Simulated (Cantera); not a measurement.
trisilylamine + NH₃ + N₂ (silicon nitride deposition)

Charge: 1 mol trisilylamine, 36 mol NH₃, 7.6 mol N₂, equilibrated at 10.0 Torr.

Method: chemical equilibrium by Gibbs-energy minimisation in Cantera with the NASA 1993 tables (ideal gas, pure condensed phases). Candidate condensed phases: Si, Si₃N₄; 18 gas species. The feed counts by its element totals alone. The tables' values for SiN are old estimates; treat these amounts as uncertain. Gases not in the tables: Si₂H₆ and higher silanes. Rates play no part.

```json
[
 {"T (K)": "1473", "log p H₂": "-2.02", "log p N₂": "-2.41", "log p H": "-5.91", "log p Si": "-9.69", "log p SiH": "-10.15", "log p Si₂N": "-12.01", "n Si₃N₄(s)": "1.000", "n Si(l)": "0"},
 {"T (K)": "1523", "log p H₂": "-2.03", "log p N₂": "-2.41", "log p H": "-5.65", "log p Si": "-8.89", "log p SiH": "-9.44", "log p Si₂N": "-10.99", "n Si₃N₄(s)": "1.000", "n Si(l)": "0"},
 {"T (K)": "1573", "log p H₂": "-2.03", "log p N₂": "-2.41", "log p H": "-5.40", "log p Si": "-8.14", "log p SiH": "-8.77", "log p Si₂N": "-10.03", "n Si₃N₄(s)": "1.000", "n Si(l)": "0"},
 {"T (K)": "1623", "log p H₂": "-2.03", "log p N₂": "-2.41", "log p H": "-5.17", "log p Si": "-7.44", "log p SiH": "-8.15", "log p Si₂N": "-9.14", "n Si₃N₄(s)": "1.000", "n Si(l)": "0"},
 {"T (K)": "1673", "log p H₂": "-2.03", "log p N₂": "-2.41", "log p H": "-4.96", "log p Si": "-6.77", "log p SiH": "-7.56", "log p Si₂N": "-8.30", "n Si₃N₄(s)": "0.999", "n Si(l)": "0"},
 {"T (K)": "1723", "log p H₂": "-2.03", "log p N₂": "-2.41", "log p H": "-4.75", "log p Si": "-6.15", "log p SiH": "-7.01", "log p Si₂N": "-7.51", "n Si₃N₄(s)": "0.998", "n Si(l)": "0"},
 {"T (K)": "1773", "log p H₂": "-2.04", "log p N₂": "-2.39", "log p H": "-4.56", "log p Si": "-5.67", "log p SiH": "-6.60", "log p Si₂N": "-6.96", "n Si₃N₄(s)": "0", "n Si(l)": "2.98"},
 {"T (K)": "1823", "log p H₂": "-2.04", "log p N₂": "-2.39", "log p H": "-4.38", "log p Si": "-5.35", "log p SiH": "-6.34", "log p Si₂N": "-6.74", "n Si₃N₄(s)": "0", "n Si(l)": "2.96"},
 {"T (K)": "1873", "log p H₂": "-2.04", "log p N₂": "-2.39", "log p H": "-4.21", "log p Si": "-5.05", "log p SiH": "-6.10", "log p Si₂N": "-6.52", "n Si₃N₄(s)": "0", "n Si(l)": "2.93"},
 {"T (K)": "1923", "log p H₂": "-2.04", "log p N₂": "-2.39", "log p H": "-4.05", "log p Si": "-4.77", "log p SiH": "-5.88", "log p Si₂N": "-6.32", "n Si₃N₄(s)": "0", "n Si(l)": "2.87"},
 {"T (K)": "1973", "log p H₂": "-2.04", "log p N₂": "-2.39", "log p H": "-3.89", "log p Si": "-4.50", "log p SiH": "-5.66", "log p Si₂N": "-6.12", "n Si₃N₄(s)": "0", "n Si(l)": "2.76"},
 {"T (K)": "2023", "log p H₂": "-2.04", "log p N₂": "-2.39", "log p H": "-3.74", "log p Si": "-4.24", "log p SiH": "-5.46", "log p Si₂N": "-5.94", "n Si₃N₄(s)": "0", "n Si(l)": "2.57"},
 {"T (K)": "2073", "log p H₂": "-2.05", "log p N₂": "-2.39", "log p H": "-3.60", "log p Si": "-4.00", "log p SiH": "-5.27", "log p Si₂N": "-5.77", "n Si₃N₄(s)": "0", "n Si(l)": "2.26"},
 {"T (K)": "2123", "log p H₂": "-2.06", "log p N₂": "-2.40", "log p H": "-3.47", "log p Si": "-3.77", "log p SiH": "-5.08", "log p Si₂N": "-5.60", "n Si₃N₄(s)": "0", "n Si(l)": "1.74"}
]
```
log p: log10 of the partial pressure in bar; n: condensed amount in mol.

From 1473 K to 1723 K the condensed part is Si₃N₄(s). From 1773 K to 2123 K the condensed part is Si(l). The main Si-bearing gas is SiH₂ at 1473 K and Si at 2123 K.
